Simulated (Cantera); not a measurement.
Charge: 1 mol Si2H6, 0.12 mol Cl2, a varied amount of N2, equilibrated at 1075 °C and 9000 Pa.

Method: chemical equilibrium by Gibbs-energy minimisation in Cantera with the NASA 1993 tables (ideal gas, pure condensed phases). Candidate condensed phases: NH4Cl, Si, Si3N4; 28 gas species. The feed counts by its element totals alone. N2 is the only nitrogen source here; it is nearly inert below about 1500 K, so the nitride shown seldom forms there in practice. Equilibrium is a limit: real reactors are often held back by kinetics, nucleation or transport.

Question: At 51 mol N2, list the 3 most abundant gas species with their mole fractions, and the condensed phases.

Answer: N2 0.941, H2 0.0546, HCl 0.00454. Condensed: Si3N4(s).
